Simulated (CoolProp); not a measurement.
Vapour-liquid equilibrium of ethylene (1) + n-butane (2) at 0.116 MPa; x and y are mole fractions of (1).

The numbers come from the multi-fluid Helmholtz-energy mixture model, Smukala 2000 and Bücker 2006; pair parameters Bell 2016 in CoolProp.

| x | bubble temperature, mixture model (K) | bubble temperature, Raoult's law (K) | y, mixture model | y, Raoult's law |
|---|---|---|---|---|
| 0.05 | 237.1 | 241.2 | 0.822 | 0.790 |
| 0.125 | 214.0 | 217.6 | 0.956 | 0.949 |
| 0.2 | 204.3 | 205.6 | 0.979 | 0.980 |
| 0.275 | 198.3 | 197.9 | 0.988 | 0.990 |
| 0.35 | 193.9 | 192.4 | 0.992 | 0.994 |
| 0.425 | 190.2 | 188.2 | 0.995 | 0.996 |
| 0.5 | 186.9 | 184.8 | 0.996 | 0.998 |
| 0.575 | 183.9 | 182.0 | 0.998 | 0.999 |
| 0.65 | 181.1 | 179.6 | 0.999 | 0.999 |
| 0.725 | 178.6 | 177.5 | 0.999 | 0.999 |
| 0.8 | 176.3 | 175.7 | 1.000 | 1.000 |
| 0.875 | 174.4 | 174.1 | 1.000 | 1.000 |
| 0.95 | 172.7 | 172.6 | 1.000 | 1.000 |

The largest gap from Raoult's law is -4.1 K in bubble temperature, at x = 0.05. No azeotrope shows between x = 0.05 and 0.95.

Pair parameters are fitted to limited data, so mixtures are less certain than the pure fluids. The gap from Raoult's law changes sign with composition, which may be real or a fault of the pair parameters; it wasn't checked against measurements.
